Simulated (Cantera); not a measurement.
Gas mixture: 45.9 % H2, 54.1 % C2H4, at 1.70 bar, frozen composition.

Cantera's kinetic-theory transport with the Lennard-Jones parameters of GRI-Mech 3.0, ideal gas; thermal conductivity in the mixture-averaged form. The composition is frozen, though it would react at the higher temperatures.

D: mixture-averaged diffusion coefficient of that species in the mixture.

| T (K) | ρ (kg/m³) | cp (J/kg/K) | μ (µPa s) | λ (mW/m/K) | Pr | D (cm²/s) N2 | D (cm²/s) O | D (cm²/s) H2O |
|---|---|---|---|---|---|---|---|---|
| 400 | 0.824 | 2602 | 13.9 | 89.3 | 0.405 | 0.254 | 0.385 | 0.272 |
| 600 | 0.549 | 3216 | 19.6 | 136 | 0.463 | 0.518 | 0.780 | 0.593 |
| 800 | 0.412 | 3662 | 24.5 | 182 | 0.493 | 0.848 | 1.27 | 1.01 |
| 1000 | 0.329 | 4020 | [?] | [?] | 0.512 | [?] | [?] | [?] |
| 1200 | 0.275 | 4299 | [?] | [?] | 0.523 | [?] | [?] | [?] |
| 1400 | 0.235 | 4523 | 36.6 | 313 | 0.530 | 2.18 | 3.26 | 2.73 |
| 1600 | 0.206 | 4701 | 40.1 | 353 | 0.533 | 2.72 | 4.07 | 3.44 |

### Question
What belongs in the gaps?

### Answer

- 1000, μ (µPa s): 28.9
- 1000, λ (mW/m/K): 227
- 1000, D (cm²/s) N2: 1.24
- 1000, D (cm²/s) O: 1.86
- 1000, D (cm²/s) H2O: 1.51
- 1200, μ (µPa s): 32.9
- 1200, λ (mW/m/K): 270
- 1200, D (cm²/s) N2: 1.68
- 1200, D (cm²/s) O: 2.52
- 1200, D (cm²/s) H2O: 2.09
